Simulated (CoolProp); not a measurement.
CH3F (R41) along the isotherm 262.3 K: Z from the reference equation and from simpler models built on Tc = 317.3 K, pc = 5.906 MPa, ω = 0.200; each cubic takes its own stable root.

Values from CoolProp's reference Helmholtz-energy equation of state, Lemmon 2006. It is a short technical equation, of lower accuracy than the large ones.

```csv
p (MPa),phase,reference
0.028,gas,0.9964
0.0498,gas,0.9937
0.0886,gas,0.9887
0.158,gas,0.9797
0.28,gas,0.9636
0.498,gas,0.9337
0.886,gas,0.8765
1.58,liquid,0.03451
2.8,liquid,0.06072
4.98,liquid,0.1067
8.86,liquid,0.1865
```

### Question
How far does each simpler model (van der Waals, Redlich-Kwong, Soave-Redlich-Kwong, Peng-Robinson) lie from the reference over these 11 states: mean and median of the absolute difference, and the worst?

### Answer
- van der Waals: mean 240.6 %, median 2.7 %, worst +2382.8 % at 262.3 K and 1.58 MPa
- Redlich-Kwong: mean 215.8 %, median 1.6 %, worst +2270.3 % at 262.3 K and 1.58 MPa
- Soave-Redlich-Kwong: mean 10.8 %, median 1.3 %, worst +29.4 % at 262.3 K and 1.58 MPa
- Peng-Robinson: mean 5.2 %, median 0.9 %, worst +14.0 % at 262.3 K and 1.58 MPa

At some of these states van der Waals, Redlich-Kwong gives the other phase, because its saturation line lies elsewhere.
